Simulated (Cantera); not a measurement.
Input (Python, Cantera) and output of one run.

```python
import numpy as np
import cantera as ct

gas_names = [...]  # 136 gases of nasa_gas.yaml made of C, H, N, O
cond_names = """
    C(gr) C6H6(L) C7H8(L) C8H18(L),n-octa H2O(s) H2O(L)
""".split()


# ... load() reads the species with a 1 bar reference pressure and builds the phases ...
atoms = {
    'CO2': {'C': 1, 'O': 2},
    'O2': {'O': 2},
    'N2': {'N': 2},
    'H2': {'H': 2},
}
top_T = {'C(gr)': 4500}  # K; cautious upper limits of use, not melting points


# ... equilibrate(T, P, feed) seeds the gas with the atoms and calls Mixture.equilibrate('TP', solver="vcs", rtol=1e-11, max_steps=5000) ...
results = []
feed = {'CO2': 1, 'O2': 0.045, 'N2': 9.2, 'H2': 0.35}  # mol
P = 240000  # Pa
for T in [525, 625, 725, 825, 925, 1025, 1125, 1225, 1325, 1425, 1525]:
    mix = equilibrate(T, P, feed)
    results.append((T, P, feed, dict(zip(mix.species_names, mix.species_moles))))
    x = sorted(zip(gas.X, gas.species_names), reverse=True)
    print(f"T = {T:g} K  P = {P:g} Pa  gas = {mix.phase_moles(0):.4g} mol")
    print("   x: " + "  ".join(f"{s} {v:.3e}" for v, s in x if v > 1e-05))
    print("   condensed (mol): " + ("  ".join(f"{mix.phase(i).name} {mix.phase_moles(i):.4g}"
          for i in range(1, mix.n_phases) if mix.phase_moles(i) > 1e-12) or "none"))
```

Output:

```
T = 525 K  P = 240000 Pa  gas = 10.42 mol
   x: N2 8.826e-01  CO2 8.480e-02  H2O 3.089e-02  CH4 1.014e-03  H2 6.535e-04  CO 2.062e-05
   condensed (mol): C(gr) 0.1053
T = 625 K  P = 240000 Pa  gas = 10.44 mol
   x: N2 8.812e-01  CO2 8.604e-02  H2O 2.762e-02  H2 3.325e-03  CH4 1.284e-03  CO 4.999e-04  NH3 1.188e-05
   condensed (mol): C(gr) 0.08314
T = 725 K  P = 240000 Pa  gas = 10.5 mol
   x: N2 8.765e-01  CO2 8.623e-02  H2O 2.169e-02  H2 9.438e-03  CO 4.983e-03  CH4 1.097e-03  NH3 1.412e-05
   condensed (mol): C(gr) 0.03118
T = 825 K  P = 240000 Pa  gas = 10.55 mol
   x: N2 8.722e-01  CO2 8.208e-02  H2O 2.131e-02  CO 1.265e-02  H2 1.173e-02  CH4 6.303e-05
   condensed (mol): none
T = 925 K  P = 240000 Pa  gas = 10.55 mol
   x: N2 8.720e-01  CO2 7.946e-02  H2O 2.386e-02  CO 1.533e-02  H2 9.309e-03
   condensed (mol): none
T = 1025 K  P = 240000 Pa  gas = 10.55 mol
   x: N2 8.720e-01  CO2 7.756e-02  H2O 2.576e-02  CO 1.723e-02  H2 7.418e-03
   condensed (mol): none
T = 1125 K  P = 240000 Pa  gas = 10.55 mol
   x: N2 8.720e-01  CO2 7.617e-02  H2O 2.714e-02  CO 1.861e-02  H2 6.030e-03
   condensed (mol): none
T = 1225 K  P = 240000 Pa  gas = 10.55 mol
   x: N2 8.720e-01  CO2 7.515e-02  H2O 2.816e-02  CO 1.963e-02  H2 5.011e-03
   condensed (mol): none
T = 1325 K  P = 240000 Pa  gas = 10.55 mol
   x: N2 8.720e-01  CO2 7.440e-02  H2O 2.892e-02  CO 2.039e-02  H2 4.254e-03
   condensed (mol): none
T = 1425 K  P = 240000 Pa  gas = 10.55 mol
   x: N2 8.720e-01  CO2 7.382e-02  H2O 2.949e-02  CO 2.096e-02  H2 3.682e-03
   condensed (mol): none
T = 1525 K  P = 240000 Pa  gas = 10.55 mol
   x: N2 8.720e-01  CO2 7.338e-02  H2O 2.993e-02  CO 2.140e-02  H2 3.242e-03
   condensed (mol): none
```

Equilibrium computed with Cantera from the NASA thermochemical tables; the gas is ideal and each condensed phase is pure.
